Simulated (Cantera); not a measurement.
Cantera run, input and output.

```python
import numpy as np
import cantera as ct

gas = ct.Solution("gri30.yaml")
gas.TPX = 950, 2800, {'H2': 0.17, 'O2': 1}
reactor = ct.IdealGasConstPressureReactor(gas, energy="off", clone=False)
net = ct.ReactorNet([reactor])
net.rtol, net.atol = 1e-08, 1e-18
show = ['H2', 'O2', 'HO2', 'OH', 'H2O', 'H2O2', 'H']
times = np.geomspace(2e-05, 3, 9)

steps = ct.SolutionArray(gas, extra=["t"])
rows = []
print(f"{'t/s':>10s}{'T/K':>9s}{'P/Pa':>11s}" + "".join(f"{s:>11s}" for s in show))
for t in times:
    while net.time < t:
        t_next = net.step()
        steps.append(gas.state, t=t_next)
    rows.append([np.interp(t, steps.t, y) for y in (steps.T, steps.P, *steps(*show).X.T)])
    print(f"{t:10.3e}{rows[-1][0]:9.1f}{rows[-1][1]:11.4g}" + "".join(f"{x:11.3e}" for x in rows[-1][2:]))
rate = np.gradient(steps.T, steps.t)
print("integrator steps:", len(steps.t))
if steps.T.max() > steps.T[0] + 200:
    print(f"time of steepest temperature rise: {steps.t[rate.argmax()]:.4e} s")
gas.TPX = 950, 2800, {'H2': 0.17, 'O2': 1}
gas.equilibrate("TP")
print(f"equilibrium (TP): T = {gas.T:.1f} K  " + "  ".join(f"{s} {gas[s].X[0]:.3e}" for s in show))
```

Output:

```
       t/s      T/K       P/Pa         H2         O2        HO2         OH        H2O       H2O2          H
 2.000e-05    950.0       2800  1.453e-01  8.547e-01  1.204e-11  8.290e-13  3.441e-13  1.990e-16  1.121e-11
 8.872e-05    950.0       2800  1.453e-01  8.547e-01  5.429e-11  8.653e-12  1.717e-11  3.935e-15  5.189e-11
 3.936e-04    950.0       2800  1.453e-01  8.547e-01  2.849e-10  1.903e-10  1.177e-09  8.416e-14  8.515e-10
 1.746e-03    950.0       2800  1.452e-01  8.547e-01  1.695e-06  6.219e-06  4.608e-05  4.527e-10  2.721e-05
 7.746e-03    950.0       2800  1.845e-03  8.409e-01  2.393e-05  8.607e-04  1.536e-01  9.861e-07  7.767e-04
 3.436e-02    950.0       2800  1.414e-04  8.432e-01  4.243e-06  1.156e-04  1.565e-01  3.781e-07  4.571e-06
 1.524e-01    950.0       2800  1.089e-05  8.433e-01  5.450e-07  3.412e-05  1.567e-01  1.216e-07  1.057e-07
 6.763e-01    950.0       2800  4.065e-07  8.433e-01  5.615e-08  1.091e-05  1.567e-01  3.209e-08  2.946e-09
 3.000e+00    950.0       2800  1.321e-08  8.433e-01  8.072e-09  4.064e-06  1.567e-01  8.107e-09  1.467e-10
integrator steps: 1496
equilibrium (TP): T = 950.0 K  H2 1.870e-11  O2 8.433e-01  HO2 5.829e-10  OH 1.786e-07  H2O 1.567e-01  H2O2 3.458e-11  H 1.447e-14
```

Detailed kinetics in Cantera: GRI-Mech 3.0 (53 species, 325 reactions). Radical loss at walls, strong at low pressure, is not modelled. The temperature is held fixed by assumption; the heat of reaction is taken as removed at once.
